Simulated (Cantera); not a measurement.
## Thermodynamics of silicates and aluminates, feed SiO2 + MgO + H2

Input: 1 mol SiO2, 1.2 mol MgO, 71 mol H2, held at 1.50 bar.

Equilibrium computed with Cantera from the NASA thermochemical tables; the gas is ideal and each condensed phase is pure. Candidate condensed phases: H2O, Mg, MgO, Mg(OH)2, MgSiO3, Mg2SiO4, Si, SiO2; 24 gas species. Mutual solubility and eutectic melting of coexisting phases are not modelled. The tables' values for MgH are old estimates; treat these amounts as uncertain. Condensed phases not in the tables: alloys, solid solutions and most ternary compounds. Kinetics and transport are ignored.

From 1273 K to 1773 K the condensed part is MgSiO3(s) + Mg2SiO4(s). From 1873 K to 1973 K the condensed part is MgSiO3(l) + Mg2SiO4(s). At 2073 K the condensed part is Mg2SiO4(s). From 2173 K to 2273 K the condensed part is Mg2SiO4(l). From 2373 K to 2573 K nothing is condensed. The main Si-bearing gas is SiO throughout.

```csv
T (K),x H2,x H2O,x H,x Mg,x SiO,n MgSiO3(s),n Mg2SiO4(s),n MgSiO3(l),n Mg2SiO4(l)
1273,1.000,6.40e-7,5.82e-7,6.97e-8,4.52e-7,0.800,0.200,0,0
1373,1.000,3.90e-6,2.72e-6,3.91e-7,3.43e-6,0.800,0.200,0,0
1473,1.000,2.00e-5,1.03e-5,1.59e-6,1.83e-5,0.798,0.201,0,0
1573,1.000,8.36e-5,3.32e-5,5.30e-6,7.82e-5,0.789,0.205,0,0
1673,0.999,0.000295,9.30e-5,1.50e-5,0.000280,0.761,0.219,0,0
1773,0.998,0.000906,0.000232,3.73e-5,0.000868,0.679,0.259,0,0
1873,0.995,0.00233,0.000526,9.33e-5,0.00223,0,0.352,0.489,0
1973,0.990,0.00454,0.00110,0.000306,0.00422,0,0.479,0.219,0
2073,0.983,0.00736,0.00213,0.00116,0.00618,0,0.557,0,0
2173,0.973,0.0117,0.00389,0.00398,0.00760,0,0,0,0.453
2273,0.954,0.0195,0.00670,0.00909,0.0102,0,0,0,0.259
2373,0.929,0.0296,0.0110,0.0157,0.0136,0,0,0,0
2473,0.923,0.0295,0.0175,0.0157,0.0135,0,0,0,0
2573,0.914,0.0293,0.0268,0.0156,0.0135,0,0,0,0
```
x: gas mole fraction; n: condensed amount in mol.
